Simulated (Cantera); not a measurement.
A closed system holds: 1 mol MgSO₄, 6.3 mol CO₂, 3.9 mol H₂, at 2630 Torr.

Equilibrium computed with Cantera from the NASA thermochemical tables; the gas is ideal and each condensed phase is pure. Candidate condensed phases: C, C₆H₆, C₇H₈, C₈H₁₈, H₂O, H₂SO₄, Mg, MgCO₃, MgO, Mg(OH)₂, MgS, MgSO₄, S; 130 gas species. Kinetics and transport are ignored. All values below are at 1452 °C.

Base state: CO₂ 0.425, H₂O 0.315, CO 0.149, SO₂ 0.0537, H₂ 0.0316, S₂ 0.0118, H₂S 0.00903, SO 0.00171 (mole fractions); condensed: MgO(s).

Task: What changes in the equilibrium state with this change: CO₂ from 6.3 to 0.096 mol?

Result: 
```json
[
 {"species": "H₂O", "before": "0.315", "after": "0.654"},
 {"species": "H₂", "before": "0.0316", "after": "0.150"},
 {"species": "H₂S", "before": "0.00903", "after": "0.0921"},
 {"species": "CO₂", "before": "0.425", "after": "0.0121"},
 {"species": "CO", "before": "0.149", "after": "0.00977"},
 {"species": "S₂", "before": "0.0118", "after": "0.0544"},
 {"species": "SO₂", "before": "0.0537", "after": "0.0219"},
 {"species": "COS", "before": "0.00148", "after": "0.000207"},
 {"species": "SH", "before": "0.000679", "after": "0.00318"},
 {"species": "H", "before": "1.76e-5", "after": "3.84e-5"},
 {"species": "MgO(s), mol", "before": "1.000", "after": "1.000"}
]
```
